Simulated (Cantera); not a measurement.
A perfectly stirred reactor is fed with 10.7 % H2, 89.3 % O2, equivalence ratio 0.060, at 1300 Pa; it is held at 1125 K, and followed from long to short residence time.

Computed with Cantera and GRI-Mech 3.0 (53 species, 325 reactions). Radical loss at walls, strong at low pressure, is not modelled. The temperature is held fixed by assumption; the heat of reaction is taken as removed at once.

Q: Predict: x(H2) at τ = 11.0 s; x(O2) at τ = 11.0 s; x(H2O) at τ = 11.0 s; x(HO2) at τ = 11.0 s; x(OH) at τ = 11.0 s; x(H2) at τ = 63.0 ms; x(O2) at τ = 63.0 ms; x(H2O) at τ = 63.0 ms; x(HO2) at τ = 63.0 ms; x(OH) at τ = 63.0 ms.

A: 
```
Quantity                 Result
---------------------  --------
x(H2) at τ = 11.0 s     9.73e-5
x(O2) at τ = 11.0 s       0.886
x(H2O) at τ = 11.0 s      0.113
x(HO2) at τ = 11.0 s    1.50e-6
x(OH) at τ = 11.0 s    0.000534
x(H2) at τ = 63.0 ms    0.00220
x(O2) at τ = 63.0 ms      0.871
x(H2O) at τ = 63.0 ms     0.106
x(HO2) at τ = 63.0 ms   6.53e-6
x(OH) at τ = 63.0 ms    0.00298
```
